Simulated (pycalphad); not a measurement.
CALPHAD calculation (pycalphad, COST 507 light-alloy database (1999)), 1 atm. These are 1990s assessments: newer ones move some temperatures and phases. Diffusion is slow at the low end, where real alloys seldom reach equilibrium.

Molar enthalpy of Ti-8.26Hf-0.68B (at.%) in equilibrium (SER reference):

```json
[
 {"T (°C)": "2577", "H (kJ/mol)": "111.54", "phases": "liquid"},
 {"T (°C)": "2377", "H (kJ/mol)": "102.34", "phases": "liquid"},
 {"T (°C)": "2177", "H (kJ/mol)": "93.15", "phases": "liquid"},
 {"T (°C)": "1977", "H (kJ/mol)": "83.95", "phases": "liquid"},
 {"T (°C)": "1777", "H (kJ/mol)": "74.76", "phases": "liquid"},
 {"T (°C)": "1677", "H (kJ/mol)": "70.18", "phases": "liquid"},
 {"T (°C)": "1577", "H (kJ/mol)": "53.78", "phases": "bcc + liquid"},
 {"T (°C)": "1477", "H (kJ/mol)": "48.26", "phases": "bcc + BM"},
 {"T (°C)": "1377", "H (kJ/mol)": "44.86", "phases": "bcc + BM"},
 {"T (°C)": "1177", "H (kJ/mol)": "38.39", "phases": "bcc + BM"},
 {"T (°C)": "977", "H (kJ/mol)": "32.30", "phases": "bcc + BM"},
 {"T (°C)": "777", "H (kJ/mol)": "22.11", "phases": "hcp + BM"},
 {"T (°C)": "577", "H (kJ/mol)": "15.66", "phases": "hcp + BM"},
 {"T (°C)": "377", "H (kJ/mol)": "9.58", "phases": "hcp + BM"}
]
```

Cooling from 1677 °C to 1477 °C, across the freezing range, releases 21.9 kJ/mol, or 375 J/g. The slope is 46 J/(mol K) in the liquid and 34 J/(mol K) just below the solidus, where it includes any heat of precipitation. Liquidus 1641 °C, solidus 1543 °C. Changes were sought between steps of 100 K, so a narrower field can be missed.

Database names, with the compositions (at.%) that they take in these runs: BM: Ti 49 B 50 Hf 0.
